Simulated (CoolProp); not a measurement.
1,2-dichloroethane along the isotherm 500 K: density (kg/m³) from the reference equation and from simpler models built on Tc = 561.6 K, pc = 5.226 MPa, ω = 0.269; each cubic takes its own stable root.

Model: reference Helmholtz-energy equation of state, Thol 2015, in CoolProp.

```
p (MPa)   phase  reference  van der Waals  Redlich-Kwong
-------  ------  ---------  -------------  -------------
0.187       gas      4.535          4.515          4.529
0.373       gas      9.223          9.141          9.198
0.56        gas      14.13          13.94          14.07
0.747       gas      19.27          18.90          19.15
0.933       gas      24.63          24.01          24.42
1.12        gas      30.30          29.34          29.97
1.31        gas      36.41          34.98          35.91
1.49        gas      42.57          40.56          41.84
1.68        gas      49.54          46.73          48.48
1.87        gas      57.12          53.23          55.59
2.05        gas      65.00          59.75          62.84
2.43     liquid      868.9          74.95          80.37
2.61     liquid      870.6          83.04          90.19
```

At some of these states van der Waals, Redlich-Kwong gives the other phase, because its saturation line lies elsewhere.
